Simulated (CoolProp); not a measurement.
Ammonia along the isotherm 163.25 °C: fugacity coefficient from the reference equation and from simpler models built on Tc = 132.4 °C, pc = 11360 kPa, ω = 0.256; each cubic takes its own stable root.

Model: reference Helmholtz-energy equation of state, Gao 2020, in CoolProp.

```csv
p (kPa),phase,reference
53.9,gas,0.9987
111,gas,0.9972
227,gas,0.9943
467,gas,0.9884
959,gas,0.9762
1970,gas,0.9513
4040,gas,0.9013
8300,gas,0.8014
17000,supercritical,0.6059
```

Problem. How far does each simpler model (van der Waals, Redlich-Kwong, Soave-Redlich-Kwong, Peng-Robinson) lie from the reference over these 9 states: mean and median of the absolute difference, and the worst?

Solution. 
- van der Waals: mean 0.8 %, median 0.3 %, worst +2.5 % at 163.25 °C and 17000 kPa
- Redlich-Kwong: mean 0.3 %, median 0.1 %, worst +1.2 % at 163.25 °C and 17000 kPa
- Soave-Redlich-Kwong: mean 0.8 %, median 0.2 %, worst +4.4 % at 163.25 °C and 17000 kPa
- Peng-Robinson: mean 0.2 %, median 0.1 %, worst -0.8 % at 163.25 °C and 8300 kPa
